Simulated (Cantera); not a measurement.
A closed system holds: 1 mol Pb, 0.13 mol O2, 2.6 mol H2, equilibrated at 1098 K and 0.100 bar.

These are equilibrium values from Cantera (NASA tables, ideal gas, pure condensed phases), not measurements of a reactor. Candidate condensed phases: H2O, Pb, PbO, PbO2, Pb3O4; 12 gas species. The numbers say what is thermodynamically allowed, not how fast it happens.

Base state: H2 0.899, H2O 0.0999, Pb 0.00117 (mole fractions); condensed: Pb(l).

### Question
What changes in the equilibrium state with this change: temperature from 1098 K to 1700 K?

### Answer
| species | before | after |
|---|---|---|
| H2 | 0.899 | 0.650 |
| Pb | 0.00117 | 0.278 |
| H2O | 0.0999 | 0.0722 |
| PbO | 1.34e-9 | 3.79e-5 |
| Pb2 | 1.39e-8 | 7.34e-5 |
| H | 7.42e-8 | 0.000376 |
| Pb(l), mol | 0.997 | 0 |
